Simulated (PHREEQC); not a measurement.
A made-up water analysis in mmol/kgw, 40 °C, pH 6.68: Na 196; K 8.33; Ca 11.6; Mg 12.5; Cl 204; S(6) 21.8; Alkalinity (meq/kgw) 4.96e-07.

Valence states are taken as typed.

The numbers come from PHREEQC with the Pitzer model, pitzer.dat.

Each row changes one thing in this solution. Precipitation was switched off in this run.

```tsv
case	HSO4- (mol/kgw)	HCO3- (mol/kgw)	MgOH+ (mol/kgw)	CO2 (mol/kgw)	CO3-2 (mol/kgw)	MgCO3 (mol/kgw)	SI of Gypsum (CaSO4:2H2O)	SI of Epsomite (MgSO4:7H2O)
as made	1.51e-7	1.16e-7	9.36e-8	3.28e-8	1.39e-10	7.83e-11	-0.42	-3.24
temperature from 40 to 20 °C at the same typed pH	?	2.93e-7	1.81e-8	1.03e-7	2.44e-10	1.14e-10	-0.40	-3.06
Cl from 204 to 408 mmol/kgw	1.24e-7	7.33e-8	9.32e-8	1.98e-8	1.11e-10	5.39e-11	-0.47	-3.29
S(6) from 21.8 to 10.9 mmol/kgw	7.63e-8	3.45e-8	9.62e-8	9.92e-9	4.09e-11	2.50e-11	?	-3.51
```

Fill in the missing entries.


- temperature from 40 to 20 °C at the same typed pH, HSO4- (mol/kgw): 8.78e-8
- S(6) from 21.8 to 10.9 mmol/kgw, SI of Gypsum (CaSO4:2H2O): -0.68

Away from 25 °C the constants follow the database's enthalpies or fits; those with neither stay at their 25 °C values.
